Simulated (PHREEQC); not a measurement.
## Leach liquor: speciation

Solution (34 °C): 1.9 mmol/kgw H2SO4, 95 mmol/kgw Al2(SO4)3 and 0.046 mmol/kgw Fe2(SO4)3. Closed to the air; pH follows from the charge balance.

Equilibrium calculation in PHREEQC: ion-association model, wateq4f.dat.

Precipitation was switched off in this run.

Predict the pH, ionic strength.

pH 2.97; ionic strength 0.267 mol/kgw.

In which forms is Al present?

AlSO4+ 63 %, Al(SO4)2- 29 %, Al+3 8.0 % of the Al.

Saturation is exceeded, for instance for Hematite (slow to form), Goethite (slow to form); the values hold only as long as no solid forms.
